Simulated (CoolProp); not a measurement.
R1234ze(E) at several states: fugacity coefficient from the reference equation and from simpler models built on Tc = 382.5 K, pc = 3.635 MPa, ω = 0.313; each cubic takes its own stable root.

Computed with CoolProp (reference Helmholtz-energy equation of state, Thol 2016).

```
T (K)  p (MPa)   phase  reference  van der Waals  Soave-Redlich-Kwong  Peng-Robinson
-----  -------  ------  ---------  -------------  -------------------  -------------
224.1   0.0212     gas     0.9871         0.9941               0.9900         0.9897
285      0.227     gas     0.9395         0.9631               0.9460         0.9431
256.9     14.6  liquid    0.01350        0.08994              0.01433        0.01334
349.7     9.13  liquid     0.2052         0.3060               0.2192         0.2057
```
